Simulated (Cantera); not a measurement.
A closed system holds: 1 mol B₂O₃, 3.1 mol NH₃, 50 mol H₂, equilibrated at 350 Pa.

Cantera equilibrium calculation (NASA polynomials, part measured and part estimated; ideal gas, pure solids and liquids). Candidate condensed phases: B, BN, B₂O₃, B₃O₃H₃, H₂O; 39 gas species. Mutual solubility and eutectic melting of coexisting phases are not modelled. Equilibrium is a limit: real reactors are often held back by kinetics, nucleation or transport.

log p: log10 of the partial pressure in bar; n: condensed amount in mol.

```
T (°C)  log p H₂  log p H  log p N₂  log p BO  log p HBO  log p HBO₂  n BN(s)  n B₂O₃(l)
------  --------  -------  --------  --------  ---------  ----------  -------  ---------
1077       -2.47    -6.86     -4.02     -8.37      -5.50       -5.21   0.0298      0.898
1152       -2.47    -6.40     -4.02     -7.38      -4.91       -4.87   0.0153      0.710
1227       -2.48    -5.99     -4.02     -6.59      -4.49       -4.48        0     0.0735
1302       -2.48    -5.62     -4.02     -6.21      -4.43       -4.43        0          0
1377       -2.48    -5.28     -4.02     -5.87      -4.40       -4.42        0          0
1452       -2.48    -4.97     -4.02     -5.58      -4.38       -4.41        0          0
1527       -2.49    -4.69     -4.02     -5.31      -4.36       -4.41        0          0
1602       -2.49    -4.43     -4.03     -5.07      -4.35       -4.42        0          0
1677       -2.49      [?]     -4.03       [?]      -4.35       -4.43        0          0
1752       -2.50      [?]     -4.03       [?]      -4.36       -4.45        0          0
1827       -2.51    -3.76     -4.04     -4.53      -4.40       -4.48        0          0
1902       -2.52    -3.57     -4.04     -4.40      -4.44       -4.53        0          0
1977       -2.54    -3.40     -4.05     -4.30      -4.51       -4.60        0          0
```

**Question.** What belongs in the gaps?

**Answer.** 
- 1677, log p H: -4.19
- 1677, log p BO: -4.86
- 1752, log p H: -3.96
- 1752, log p BO: -4.68
